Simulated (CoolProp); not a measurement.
The numbers come from the reference Helmholtz-energy equation of state, Lemmon 2006 in CoolProp. It is a short technical equation, of lower accuracy than the large ones.

Question: Give the vapour pressure (MPa), vapour density (kg/m³), enthalpy of vaporisation (kJ/kg), surface tension (mN/m) of saturated C2F6 (R116) at 252.9 K.

Answer: 
```tsv
T (K)	p (MPa)	vapour density (kg/m³)	enthalpy of vaporisation (kJ/kg)	surface tension (mN/m)
252.9	1.04	89.1	83.7	3.70
```

Surface tension comes from a separate correlation (Mulero 2012).
